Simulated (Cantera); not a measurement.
Equilibrium for carbothermic reduction: CuO + C + CO

A closed system holds: 1 mol CuO, 4.9 mol C, 0.13 mol CO, equilibrated at 1125 °C and 1 atm.

Method: chemical equilibrium by Gibbs-energy minimisation in Cantera with the NASA 1993 tables (ideal gas, pure condensed phases). Candidate condensed phases: C, Cu, CuO, Cu2O; 15 gas species. Equilibrium is a limit: real reactors are often held back by kinetics, nucleation or transport.

The x(CO) comes out as 0.998 and the x(CO2) is 0.00177. The x(Cu) is 1.28e-6 and the n(C(graphite)) is 3.90 mol. The n(Cu(l)) is 1.000 mol and the gas amount is 1.128 mol.
